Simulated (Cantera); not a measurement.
Input: 1 mol CaCl2, 1.7 mol H2, equilibrated at 1.00 Torr.

Cantera equilibrium calculation (NASA polynomials, part measured and part estimated; ideal gas, pure solids and liquids). Candidate condensed phases: Ca, CaCl2; 9 gas species. Kinetics and transport are ignored.

Q: Which condensed phases are stable at each of these points (T (K)): 798, 998, 1198, 1398, 1598, 1798, 1998, 2198?

A: 
```json
[
 {"T (K)": "798", "condensed phases": "CaCl2(s)", "Ca condensed (%)": "100.0"},
 {"T (K)": "998", "condensed phases": "CaCl2(s)", "Ca condensed (%)": "100.0"},
 {"T (K)": "1198", "condensed phases": "CaCl2(l)", "Ca condensed (%)": "99.1"},
 {"T (K)": "1398", "condensed phases": "CaCl2(l)", "Ca condensed (%)": "43.1"},
 {"T (K)": "1598", "condensed phases": "gas only", "Ca condensed (%)": "0.0"},
 {"T (K)": "1798", "condensed phases": "gas only", "Ca condensed (%)": "0.0"},
 {"T (K)": "1998", "condensed phases": "gas only", "Ca condensed (%)": "0.0"},
 {"T (K)": "2198", "condensed phases": "gas only", "Ca condensed (%)": "0.0"}
]
```

From 798 K to 998 K the condensed part is CaCl2(s). From 1198 K to 1398 K the condensed part is CaCl2(l). From 1598 K to 2198 K nothing is condensed.
